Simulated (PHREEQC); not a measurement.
PHREEQC input (Pitzer model, pitzer.dat):

```
SOLUTION 1
  temp 25
  units mol/kgw
  pH 7 charge
  Cl 0.2272
  K 0.22
  Na 1.0354
  B 0.04
  S(6) 0.0041
  C(4) 0.5
END
USE solution 1
INCREMENTAL_REACTIONS false
REACTION 1
  H2O -1
  0 9.886 18.011 24.689 30.178 34.689 38.397 41.444
  43.949 46.007 47.699 49.089 50.232 51.172 51.944 moles
EQUILIBRIUM_PHASES 1
  Arcanite 0 0
  Burkeite 0 0
  Glaserite 0 0
  Halite 0 0
  Kalicinite 0 0
  Mirabilite 0 0
  Misenite 0 0
  Nahcolite 0 0
  Natron 0 0
  Sylvite 0 0
  Thenardite 0 0
  Trona 0 0
  Borax 0 0
  Boric_acid,s 0 0
  KB5O8:4H2O 0 0
  K2B4O7:4H2O 0 0
  NaBO2:4H2O 0 0
  NaB5O8:5H2O 0 0
  Teepleite 0 0
  CO2(g) -3.4 10
SELECTED_OUTPUT 1
  -reset false
  -pH true
  -pe true
  -ionic_strength true
  -water true
  -activities H2O
  -totals B C Cl K Na S
  -molalities H+ Na+ K+ Cl- CO3-2 SO4-2 B(OH)3 OH- HCO3- CO2
    HSO4- B(OH)4- B3O3(OH)4- B4O5(OH)4-2
  -equilibrium_phases Arcanite Burkeite Glaserite Halite Kalicinite Mirabilite Misenite Nahcolite Natron Sylvite
    Thenardite Trona Borax Boric_acid,s KB5O8:4H2O K2B4O7:4H2O NaBO2:4H2O NaB5O8:5H2O Teepleite
PRINT
  -reset false
END
```

Selected output (columns that matter, 15 of 15 rows; water left (kg) added in front):

```
water left (kg)	pH	mu	B	C	Cl	K	Na	S	m_H+	m_Na+	m_K+	la_H2O	Sylvite	Trona
0.998947	10.052	1.6818	0.040042	0.56297	0.22744	0.22023	1.0365	0.0041043	1.9917e-10	1.0365	0.22023	-0.012658	0	0
0.820955	10.071	2.054	0.048724	0.6773	0.27675	0.26798	1.2612	0.0049942	1.9717e-10	1.2612	0.26798	-0.015203	0	0
0.674678	10.088	2.5077	0.059288	0.81579	0.33675	0.32608	1.5347	0.006077	1.943e-10	1.5347	0.32608	-0.018312	0	0
0.554458	10.106	3.0603	0.072142	0.9838	0.40977	0.39678	1.8674	0.0073946	1.8988e-10	1.8674	0.39678	-0.022157	0	0
0.455651	10.123	3.7334	0.087787	1.188	0.49863	0.48283	2.2724	0.0089981	1.8313e-10	2.2724	0.48283	-0.026989	0	0
0.374454	10.139	4.5527	0.10682	1.4365	0.60675	0.58752	2.7651	0.010949	1.7329e-10	2.7651	0.58752	-0.033178	0	0
0.307718	10.157	5.55	0.12999	1.7398	0.73834	0.71494	3.3648	0.013324	1.5971e-10	3.3648	0.71494	-0.041285	0	0
0.252889	10.174	6.763	0.15817	2.1107	0.89842	0.86995	4.0943	0.016213	1.4204e-10	4.0943	0.86995	-0.052157	0	0
0.20783	10.191	8.2385	0.19247	2.5665	1.0932	1.0586	4.982	0.019728	1.2051e-10	4.982	1.0586	-0.067097	0	0
0.168626	10.2	8.8333	0.23721	2.6742	1.3474	1.3047	5.2305	0.024314	1.0483e-10	5.2305	1.3047	-0.076558	0	0.051132
0.135407	10.206	8.8969	0.2954	2.5522	1.6779	1.6247	5.0671	0.030279	9.2171e-11	5.0671	1.6247	-0.082348	0	0.11642
0.108164	10.212	9.0053	0.36981	2.4074	2.1005	2.034	4.8753	0.037905	7.8401e-11	4.8753	2.034	-0.089742	0	0.16936
0.0858081	10.219	9.183	0.46616	2.2351	2.6478	2.5639	4.651	0.047781	6.3874e-11	4.651	2.5639	-0.099349	0	0.2121
0.0674715	10.226	9.469	0.59284	2.0299	3.3673	3.2606	4.3904	0.060766	4.9177e-11	4.3904	3.2606	-0.1121	0	0.24639
0.0526021	10.227	9.7508	0.76043	1.8741	3.9093	3.7724	4.2559	0.077944	4.0309e-11	4.2559	3.7724	-0.12208	0.021565	0.27051
```

Species that the database lacks are ignored.
